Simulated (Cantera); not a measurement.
Feed: 1 mol BN, 0.82 mol NF3, 24 mol H2O, held at 0.100 bar.

Method: chemical equilibrium by Gibbs-energy minimisation in Cantera with the NASA 1993 tables (ideal gas, pure condensed phases). Candidate condensed phases: B, BN, B2O3, B3O3H3, H2O; 62 gas species. Gases not in the tables: H3BO3. Kinetics and transport are ignored.

Problem. Which condensed phases are stable at each of these points (T (°C)): 677, 752, 827, 902, 977, 1052, 1127?

Solution. 
```tsv
T (°C)	condensed phases	B condensed (%)
677	B2O3(l)	15.4
752	B2O3(l)	42.6
827	B2O3(l)	58.3
902	B2O3(l)	65.1
977	B2O3(l)	61.5
1052	B2O3(l)	41.4
1127	gas only	0.0
```

From 677 °C to 1052 °C the condensed part is B2O3(l). At 1127 °C nothing is condensed. The share of B in condensed phases is highest at 902 °C (65.1 %) and lowest at 1127 °C (0.0 %).
